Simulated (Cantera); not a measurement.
## Diamond growth

A diamond (100) surface in a fixed gas of H2 with x(CH4) = 0.013, x(H) = 0.0012, x(CH3) = 0.00029, at 1025 K; coverages are run to steady state.

Cantera simulation using the Harris–Goodwin 1993 mechanism for the reconstructed diamond (100) surface; the numbers are that mechanism's predictions, not measurements.

```
P (Pa)  growth (µm/h)  θ c6HH  θ c6H*  θ c6*H   θ c6**  θ c6HM
------  -------------  ------  ------  ------  -------  ------
550             0.252   0.554  0.0195   0.373  0.00975  0.0299
1000            0.648   0.544  0.0191   0.366  0.00955  0.0435
1900             1.64   0.531  0.0187   0.357  0.00932  0.0590
3400             3.53   0.522  0.0183   0.350  0.00914  0.0715
6300             7.44   0.514  0.0180   0.345  0.00899  0.0816
12000            15.3   0.508  0.0178   0.341  0.00889  0.0885
21000            27.9   0.505  0.0178   0.339  0.00884  0.0922
39000            53.2   0.503  0.0177   0.337  0.00881  0.0947
```
θ: site fractions in the mechanism's names (c6HH fully hydrogenated, c6H* and c6*H radical sites, c6** diradical, c6HM methylated).
